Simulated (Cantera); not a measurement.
An isothermal, constant-pressure homogeneous reactor starts with CH₄ : CO₂ : H₂ = 1 : 1.1 : 0.6 (molar parts), at 1425 K and 230000 Pa. Integrator tolerance rtol = 1e-08.

Detailed kinetics in Cantera: GRI-Mech 3.0 (53 species, 325 reactions).

Task: What does this change do: temperature 1425 to 2200 K?

Result: 
```
quantity                                            before                                      after
-----------------  ---------------------------------------  -----------------------------------------
x(CH₄) at 70.0 s    0.112 (gas-phase equilibrium 0.000255)    2.49e-7 (gas-phase equilibrium 2.85e-7)
x(CO₂) at 70.0 s    0.0611 (gas-phase equilibrium 0.00572)    0.00289 (gas-phase equilibrium 0.00289)
x(H₂) at 70.0 s        0.324 (gas-phase equilibrium 0.537)        0.533 (gas-phase equilibrium 0.533)
x(C₂H₄) at 70.0 s  0.00797 (gas-phase equilibrium 1.55e-8)  9.83e-12 (gas-phase equilibrium 1.13e-11)
x(CO) at 70.0 s        0.349 (gas-phase equilibrium 0.441)        0.443 (gas-phase equilibrium 0.443)
```

Task: What does this change do: H2 0.6 to 6 parts?

Result: 
```csv
quantity,before,after
x(CH₄) at 70.0 s,0.112 (gas-phase equilibrium 0.000255),0.107 (gas-phase equilibrium 0.000619)
x(CO₂) at 70.0 s,0.0611 (gas-phase equilibrium 0.00572),0.0104 (gas-phase equilibrium 0.00110)
x(H₂) at 70.0 s,0.324 (gas-phase equilibrium 0.537),0.633 (gas-phase equilibrium 0.782)
x(C₂H₄) at 70.0 s,0.00797 (gas-phase equilibrium 1.55e-8),0.00193 (gas-phase equilibrium 4.29e-8)
x(CO) at 70.0 s,0.349 (gas-phase equilibrium 0.441),0.129 (gas-phase equilibrium 0.206)
```

Task: What does this change do: CH4 1 to 6.4 parts?

Result: 
```csv
quantity,before,after
x(CH₄) at 70.0 s,0.112 (gas-phase equilibrium 0.000255),0.301 (gas-phase equilibrium 0.293)
x(CO₂) at 70.0 s,0.0611 (gas-phase equilibrium 0.00572),0.00470 (gas-phase equilibrium 6.04e-7)
x(H₂) at 70.0 s,0.324 (gas-phase equilibrium 0.537),0.412 (gas-phase equilibrium 0.442)
x(C₂H₄) at 70.0 s,0.00797 (gas-phase equilibrium 1.55e-8),0.0364 (gas-phase equilibrium 0.0301)
x(CO) at 70.0 s,0.349 (gas-phase equilibrium 0.441),0.156 (gas-phase equilibrium 0.187)
```
GRI-Mech 3.0 stops at C3 and has no aromatics, soot or wall deposition, so with more carbon than oxygen in the feed, carbon stays in small species such as C2H2 where larger ones or solid carbon would form.
